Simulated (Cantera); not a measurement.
Charge: 1 mol Si, 0.42 mol O2, 86 mol H2, at 0.133 bar.

Equilibrium computed with Cantera from the NASA thermochemical tables; the gas is ideal and each condensed phase is pure. Candidate condensed phases: H2O, Si, SiO2; 18 gas species. Mutual solubility and eutectic melting of coexisting phases are not modelled. The tables hold silica as quartz up to 1696 K and as liquid above; real silica turns to tridymite and cristobalite and melts near 1996 K. Gases not in the tables: Si2H6 and higher silanes. The numbers say what is thermodynamically allowed, not how fast it happens.

Problem. Which condensed phases are stable at each of these points (T (°C)): 927, 1027, 1127, 1227, 1327, 1427, 1527, 1627, 1727, 1827?

Solution. 
```json
[
 {"T (°C)": "927", "condensed phases": "Si(s) + SiO2(β-quartz)", "Si condensed (%)": "100.0"},
 {"T (°C)": "1027", "condensed phases": "Si(s) + SiO2(β-quartz)", "Si condensed (%)": "99.5"},
 {"T (°C)": "1127", "condensed phases": "Si(s) + SiO2(β-quartz)", "Si condensed (%)": "95.3"},
 {"T (°C)": "1227", "condensed phases": "Si(s) + SiO2(β-quartz)", "Si condensed (%)": "66.4"},
 {"T (°C)": "1327", "condensed phases": "Si(s)", "Si condensed (%)": "16.0"},
 {"T (°C)": "1427", "condensed phases": "Si(l)", "Si condensed (%)": "15.8"},
 {"T (°C)": "1527", "condensed phases": "Si(l)", "Si condensed (%)": "15.5"},
 {"T (°C)": "1627", "condensed phases": "Si(l)", "Si condensed (%)": "14.4"},
 {"T (°C)": "1727", "condensed phases": "Si(l)", "Si condensed (%)": "11.5"},
 {"T (°C)": "1827", "condensed phases": "Si(l)", "Si condensed (%)": "3.7"}
]
```

From 927 °C to 1227 °C the condensed part is Si(s) + SiO2(β-quartz). At 1327 °C the condensed part is Si(s). From 1427 °C to 1827 °C the condensed part is Si(l).
